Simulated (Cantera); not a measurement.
Source: NASA polynomial tables (part measured, part estimated), evaluated in Cantera. Values are per mole of reaction as written; species without (g) are pure solids or liquids, kept so even where they would boil at 1 bar.

3 NiS + S = Ni3S4, with ΔH° = -37.5 kJ and ΔS° = -4.5 J/K at 300 K.

Task: How far is the shortcut ΔG° ≈ ΔH°(300 K) − T·ΔS°(300 K) from the full temperature-dependent value at 423, 473, 523, 573 K?

Result: 
```csv
T (K),shortcut (kJ),full (kJ),difference (kJ),difference in log10 K,condensed phases
423,-35.6,-35.4,-0.2,0.02,"NiS(s), S(l), Ni3S4(s)"
473,-35.4,-34.9,-0.5,0.06,"NiS(s), S(l), Ni3S4(s)"
523,-35.1,-34.3,-0.9,0.09,"NiS(s), S(l), Ni3S4(s)"
573,-34.9,-33.7,-1.2,0.11,"NiS(s), S(l), Ni3S4(s)"
```
The shortcut ignores heat capacities and the phase changes listed.
